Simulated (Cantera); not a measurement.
A perfectly stirred reactor is fed with 29.2 % H2, 14.9 % O2, 56.0 % N2, at 750 Torr; it is adiabatic with a 500 K inlet, and is followed from long to short residence time, starting on the burning branch (τ in s: 0.098, 0.038, 0.015, 0.0057, 0.0022, 0.00086, 0.00033, 0.00013, 5e-05, 1.9e-05, 7.5e-06).

Model: the H2/O2 subset of GRI-Mech 3.0, which has no nitrogen chemistry, integrated in Cantera.

x: mole fraction; the columns are a selection and need not sum to one.

```
τ (s)    T (K)    x H2     x O2    x HO2   x H2O2      x H     x OH
-------  -----  ------  -------  -------  -------  -------  -------
0.098     2471  0.0175  0.00949  2.33e-6  2.02e-7  0.00310   0.0110
0.038     2464  0.0181  0.00973  2.39e-6  2.02e-7  0.00330   0.0113
0.015     2449  0.0194   0.0103  2.53e-6  2.04e-7  0.00381   0.0118
0.0057    2413  0.0223   0.0115  2.89e-6  2.10e-7  0.00510   0.0130
0.0022    2343  0.0273   0.0138  3.72e-6  2.31e-7  0.00799   0.0148
0.00086   2234  0.0338   0.0171  5.48e-6  2.89e-7   0.0135   0.0166
0.00033   2084     [?]      [?]      [?]      [?]      [?]   0.0175
0.00013   1909  0.0466   0.0263  1.40e-5  7.84e-7   0.0356   0.0166
5.0e-5    1707  0.0524   0.0327  2.23e-5  1.74e-6   0.0515   0.0137
1.9e-5    1482  0.0687   0.0451  3.94e-5  3.98e-6   0.0637  0.00932
7.5e-6     500   0.292    0.149   <1e-12   <1e-12   <1e-12   <1e-12
```

Question: What belongs in the gaps?

Answer: 
- 0.00033, x H2: 0.0407
- 0.00033, x O2: 0.0214
- 0.00033, x HO2: 8.81e-6
- 0.00033, x H2O2: 4.33e-7
- 0.00033, x H: 0.0228
